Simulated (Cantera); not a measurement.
A Cantera script and what it prints.

```python
import numpy as np
import cantera as ct

gas_names = """
    H H2 H2S S SH S2 S8
""".split()
cond_names = """
    S(cr1) S(cr2) S(L)
""".split()


# ... load() reads the species with a 1 bar reference pressure and builds the phases ...
atoms = {
    'H2S': {'H': 2, 'S': 1},
    'H2': {'H': 2},
}
top_T = {}  # K; cautious upper limits of use, not melting points


# ... equilibrate(T, P, feed) seeds the gas with the atoms and calls Mixture.equilibrate('TP', solver="vcs", rtol=1e-11, max_steps=5000) ...
results = []
feed = {'H2S': 1, 'H2': 2.1}  # mol
P = 190000  # Pa
for T in [1148, 1248, 1348, 1448, 1548, 1648, 1748, 1848, 1948, 2048, 2148, 2248]:
    mix = equilibrate(T, P, feed)
    results.append((T, P, feed, dict(zip(mix.species_names, mix.species_moles))))
    x = sorted(zip(gas.X, gas.species_names), reverse=True)
    print(f"T = {T:g} K  P = {P:g} Pa  gas = {mix.phase_moles(0):.4g} mol")
    print("   x: " + "  ".join(f"{s} {v:.3e}" for v, s in x if v > 1e-06))
    print("   condensed (mol): " + ("  ".join(f"{mix.phase(i).name} {mix.phase_moles(i):.4g}"
          for i in range(1, mix.n_phases) if mix.phase_moles(i) > 1e-12) or "none"))
```

It prints:

```
T = 1148 K  P = 190000 Pa  gas = 3.1 mol
   x: H2 6.776e-01  H2S 3.223e-01  S2 1.055e-04  SH 2.201e-05
   condensed (mol): none
T = 1248 K  P = 190000 Pa  gas = 3.102 mol
   x: H2 6.781e-01  H2S 3.214e-01  S2 4.772e-04  SH 8.749e-05
   condensed (mol): none
T = 1348 K  P = 190000 Pa  gas = 3.106 mol
   x: H2 6.797e-01  H2S 3.183e-01  S2 1.699e-03  SH 2.813e-04  H 1.384e-06
   condensed (mol): none
T = 1448 K  P = 190000 Pa  gas = 3.116 mol
   x: H2 6.840e-01  H2S 3.104e-01  S2 4.872e-03  SH 7.552e-04  H 5.530e-06  S 1.103e-06
   condensed (mol): none
T = 1548 K  P = 190000 Pa  gas = 3.138 mol
   x: H2 6.926e-01  H2S 2.943e-01  S2 1.130e-02  SH 1.724e-03  H 1.859e-05  S 5.385e-06
   condensed (mol): none
T = 1648 K  P = 190000 Pa  gas = 3.173 mol
   x: H2 7.062e-01  H2S 2.690e-01  S2 2.135e-02  SH 3.394e-03  H 5.429e-05  S 2.061e-05
   condensed (mol): none
T = 1748 K  P = 190000 Pa  gas = 3.219 mol
   x: H2 7.229e-01  H2S 2.372e-01  S2 3.377e-02  SH 5.883e-03  H 1.409e-04  S 6.426e-05
   condensed (mol): none
T = 1848 K  P = 190000 Pa  gas = 3.268 mol
   x: H2 7.403e-01  H2S 2.035e-01  S2 4.655e-02  SH 9.207e-03  H 3.309e-04  S 1.696e-04
   condensed (mol): none
T = 1948 K  P = 190000 Pa  gas = 3.317 mol
   x: H2 7.559e-01  H2S 1.715e-01  S2 5.811e-02  SH 1.331e-02  H 7.128e-04  S 3.921e-04
   condensed (mol): none
T = 2048 K  P = 190000 Pa  gas = 3.363 mol
   x: H2 7.688e-01  H2S 1.432e-01  S2 6.762e-02  SH 1.809e-02  H 1.424e-03  S 8.157e-04
   condensed (mol): none
T = 2148 K  P = 190000 Pa  gas = 3.404 mol
   x: H2 7.784e-01  H2S 1.191e-01  S2 7.483e-02  SH 2.342e-02  H 2.668e-03  S 1.557e-03
   condensed (mol): none
T = 2248 K  P = 190000 Pa  gas = 3.443 mol
   x: H2 7.846e-01  H2S 9.896e-02  S2 7.979e-02  SH 2.917e-02  H 4.721e-03  S 2.768e-03
   condensed (mol): none
```

Method: chemical equilibrium by Gibbs-energy minimisation in Cantera with the NASA 1993 tables (ideal gas, pure condensed phases). Gases not in the tables: S3 to S7.
